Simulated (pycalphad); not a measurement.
Effect of Mn content in Al-Si-Mn

All values are pycalphad results on the COST 507 light-alloy database (1999) (1 atm), not direct measurements. The data set is of 1999 and partly superseded. Amounts are mole fractions of atoms.

| alloy | liquidus (°C) | first solid | solidus (°C) | phases at 477 °C |
|---|---|---|---|---|
| Al-1.8Si-0.32Mn (at.%) | 649 | FCC_A1 | 576 | FCC_A1 0.97, ALMNSI_ALPHA 0.02, DIAMOND_A4 0.01 |
| Al-1.8Si-0.64Mn (at.%) | 648 | FCC_A1 | 580 | FCC_A1 0.96, ALMNSI_ALPHA 0.04, DIAMOND_A4 0.01 |
| Al-1.8Si-1.28Mn (at.%) | 683 | ALMNSI_ALPHA | 602 | FCC_A1 0.92, ALMNSI_ALPHA 0.07, DIAMOND_A4 under 0.01 |
| Al-1.8Si-1.92Mn (at.%) | ___ | ALMNSI_BETA | ___ | ___ |
| Al-1.8Si-2.56Mn (at.%) | 740 | ALMNSI_BETA | 639 | FCC_A1 0.85, ALMNSI_ALPHA 0.15 |
| Al-1.8Si-3.84Mn (at.%) | 782 | ALMNSI_BETA | 652 | FCC_A1 0.78, ALMNSI_ALPHA 0.22 |

Problem. What belongs in the gaps?

Solution. 
- Al-1.8Si-1.92Mn (at.%), liquidus (°C): 712
- Al-1.8Si-1.92Mn (at.%), solidus (°C): 623
- Al-1.8Si-1.92Mn (at.%), phases at 477 °C: FCC_A1 0.89, ALMNSI_ALPHA 0.11

Database names, with the compositions (at.%) that they take in these runs: ALMNSI_ALPHA: Al 70-74 Mn 17 Si 8-13; ALMNSI_BETA: Al 70 Mn 23 Si 6. FCC_A1 is fcc; DIAMOND_A4 is diamond (Si).
